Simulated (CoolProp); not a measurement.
Vapour-liquid equilibrium of dimethyl ether (1) + isobutane (2) at -6.65 °C; x and y are mole fractions of (1).

The numbers come from the multi-fluid Helmholtz-energy mixture model, Wu 2011 and Bücker 2006; pair parameters Bell 2016 in CoolProp.

```json
[
 {"x": "0.05", "bubble pressure, mixture model (bar)": "1.344", "bubble pressure, Raoult's law (bar)": "1.275", "y, mixture model": "0.124", "y, Raoult's law": "0.082"},
 {"x": "0.15", "bubble pressure, mixture model (bar)": "1.532", "bubble pressure, Raoult's law (bar)": "1.362", "y, mixture model": "0.300", "y, Raoult's law": "0.231"},
 {"x": "0.25", "bubble pressure, mixture model (bar)": "1.681", "bubble pressure, Raoult's law (bar)": "1.448", "y, mixture model": "0.422", "y, Raoult's law": "0.362"},
 {"x": "0.35", "bubble pressure, mixture model (bar)": "1.799", "bubble pressure, Raoult's law (bar)": "1.535", "y, mixture model": "0.515", "y, Raoult's law": "0.478"},
 {"x": "0.45", "bubble pressure, mixture model (bar)": "1.894", "bubble pressure, Raoult's law (bar)": "1.622", "y, mixture model": "0.591", "y, Raoult's law": "0.582"},
 {"x": "0.55", "bubble pressure, mixture model (bar)": "1.969", "bubble pressure, Raoult's law (bar)": "1.709", "y, mixture model": "0.659", "y, Raoult's law": "0.676"},
 {"x": "0.65", "bubble pressure, mixture model (bar)": "2.028", "bubble pressure, Raoult's law (bar)": "1.795", "y, mixture model": "0.723", "y, Raoult's law": "0.760"},
 {"x": "0.75", "bubble pressure, mixture model (bar)": "2.071", "bubble pressure, Raoult's law (bar)": "1.882", "y, mixture model": "0.789", "y, Raoult's law": "0.836"},
 {"x": "0.85", "bubble pressure, mixture model (bar)": "2.099", "bubble pressure, Raoult's law (bar)": "1.969", "y, mixture model": "0.862", "y, Raoult's law": "0.906"},
 {"x": "0.95", "bubble pressure, mixture model (bar)": "2.105", "bubble pressure, Raoult's law (bar)": "2.055", "y, mixture model": "0.949", "y, Raoult's law": "0.970"}
]
```

The largest gap from Raoult's law is +17.2 % in bubble pressure, at x = 0.35. y crosses x between x = 0.85 and 0.95: the model has an azeotrope there.

Pair parameters are fitted to limited data, so mixtures are less certain than the pure fluids.
